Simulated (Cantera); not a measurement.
A freely propagating, adiabatic, planar premixed flame of H₂ : O₂ : N₂ : H₂O = 1 : 0.385 : 1.58 : 0.69 (molar parts), equivalence ratio 1.3, unburnt at 350 K and 0.220 bar; mixture-averaged transport, grid criteria slope 0.08 and curve 0.16, no radiation.

Detailed kinetics in Cantera: the H2/O2 subset of GRI-Mech 3.0, which has no nitrogen chemistry. Burning velocities carry a grid error of a few per cent, more on coarse grids.

Question: How do the results move with these cheaper or finer settings: unity-Lewis-number transport; multicomponent transport; multicomponent+Soret transport; grid criteria slope 0.5, curve 1; grid criteria slope 0.25, curve 0.5; grid criteria slope 0.03, curve 0.06?

Answer: 
```csv
setting,laminar burning velocity,thermal thickness,peak x(O),peak x(HO₂),grid points
as above,197 cm/s,2.17 mm,0.00364,0.000232,123
unity-Lewis-number transport,120 cm/s,1.99 mm,0.00351,0.000155,111
multicomponent transport,195 cm/s,2.18 mm,0.00362,0.000231,123
multicomponent+Soret transport,184 cm/s,2.14 mm,0.00360,0.000232,123
"grid criteria slope 0.5, curve 1",206 cm/s,2.86 mm,0.00377,0.000185,38
"grid criteria slope 0.25, curve 0.5",199 cm/s,2.37 mm,0.00361,0.000224,58
"grid criteria slope 0.03, curve 0.06",196 cm/s,2.12 mm,0.00363,0.000234,280
```
The base run took roughly 1.1 core-seconds.
Unity Lewis numbers drop preferential diffusion, which matters most where H2 and H carry the flame; Soret adds thermal diffusion.
